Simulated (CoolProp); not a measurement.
Vapour-liquid equilibrium of n-hexane (1) + hexamethyldisiloxane (MM) (2) at 16.4 kPa; x and y are mole fractions of (1).

Computed with CoolProp (multi-fluid Helmholtz-energy mixture model, Thol 2019 and Thol 2016; pair parameters Bell 2016).

```csv
x,"bubble temperature, mixture model (°C)","bubble temperature, Raoult's law (°C)","y, mixture model","y, Raoult's law"
0.05,46.3,46.0,0.128,0.142
0.125,43.5,42.7,0.285,0.315
0.2,41.0,39.7,0.413,0.450
0.275,38.7,37.1,0.521,0.558
0.35,36.5,34.7,0.613,0.645
0.425,34.3,32.5,0.692,0.717
0.5,32.2,30.5,0.760,0.777
0.575,30.2,28.7,0.819,0.827
0.65,28.2,26.9,0.868,0.869
0.725,26.3,25.3,0.909,0.905
0.8,24.5,23.9,0.942,0.936
0.875,22.8,22.5,0.969,0.963
0.95,21.3,21.2,0.989,0.986
```

The largest gap from Raoult's law is +1.8 K in bubble temperature, at x = 0.425. No azeotrope shows between x = 0.05 and 0.95.

Pair parameters are fitted to limited data, so mixtures are less certain than the pure fluids.
